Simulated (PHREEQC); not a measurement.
A solution holds 0.14 mol/kgw (NH4)2HPO4 and 0.0014 mol/kgw K3PO4, at 55 °C. Closed to the air; pH follows from the charge balance.

Model: ion-association model, phreeqc.dat, run in PHREEQC.

**Question.** The ionic strength comes out as 0.391 mol/kgw. What activity coefficients do OH-, NH4+, KHPO4-, HPO4-2, H2PO4- get?

**Answer.** OH- 0.64, NH4+ 0.60, KHPO4- 0.69, HPO4-2 0.22, H2PO4- 0.69.

Precipitation was switched off in this run. Species that the database lacks are ignored. At this temperature some constants are extrapolated from 25 °C, and those without enthalpy data are left unchanged.
